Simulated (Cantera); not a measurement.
Feed: 1 mol SiC, 0.83 mol N₂O, 620 mol H₂, held at 5.00 Pa.

These are equilibrium values from Cantera (NASA tables, ideal gas, pure condensed phases), not measurements of a reactor. Candidate condensed phases: C, C₆H₆, C₇H₈, C₈H₁₈, H₂O, Si, SiC, SiO₂, Si₂N₂O, Si₃N₄; 151 gas species. Mutual solubility and eutectic melting of coexisting phases are not modelled. Kinetics and transport are ignored.

x: gas mole fraction; n: condensed amount in mol.

```csv
T (K),x H₂,x H,x Si,x N₂,x CO,x SiO,n C(graphite),n Si₂N₂O(s),n SiC(s)
1023,0.999,5.85e-7,<1e-12,0.000532,0.000532,(withheld),0.668,0.500,0
1123,0.998,6.02e-6,3.44e-12,0.000891,0.000890,(withheld),0,0.276,0.447
1223,0.998,4.25e-5,2.33e-9,0.000983,0.000844,(withheld),0,0.219,0.475
1323,0.997,0.000224,2.03e-7,0.00133,0.000667,0.000668,0,0,0.585
1423,0.996,0.000938,4.33e-6,0.00133,0.000669,0.000665,0,0,0.583
1523,0.994,0.00326,5.92e-5,0.00133,0.000696,0.000637,0,0,0.565
1623,0.987,0.00971,0.000446,0.00132,0.000888,(withheld),0,0,0.439
1723,0.971,0.0254,0.00120,0.00130,0.00124,(withheld),0,0,0.176
1823,0.936,0.0593,0.00152,0.00123,0.00128,(withheld),0,0,0
1923,0.872,0.124,0.00149,0.00118,0.00125,(withheld),0,0,0
2023,0.762,0.234,0.00141,0.00111,0.00118,(withheld),0,0,0
2123,0.603,0.394,0.00128,0.00101,0.00107,(withheld),0,0,0
2223,0.414,0.583,0.00113,0.000888,0.000944,(withheld),0,0,0
```

Complete the blanks.


- 1023, x SiO: 1.09e-8
- 1123, x SiO: 1.43e-6
- 1223, x SiO: 0.000139
- 1623, x SiO: 0.000440
- 1723, x SiO: 7.37e-5
- 1823, x SiO: 8.91e-6
- 1923, x SiO: 2.77e-6
- 2023, x SiO: 8.93e-7
- 2123, x SiO: 2.88e-7
- 2223, x SiO: 9.31e-8
